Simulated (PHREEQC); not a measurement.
# Alkaline etch or developer

Solution (60 °C): 0.0018 mol/kgw KOH and 0.005 mol/kgw (CH3)4NCl. Closed to the air; pH follows from the charge balance.

All values are PHREEQC results (ion-association model, phreeqc.dat), not measurements.

Precipitation was switched off in this run.

**Question.** Predict the pH.

**Answer.** pH 10.23.

Complexes and solids missing from the database can't appear. (CH3)4N+ isn't in the database: it is added as a free cation with an ion size of 4 Å. Away from 25 °C the constants follow the database's enthalpies or fits; those with neither stay at their 25 °C values.
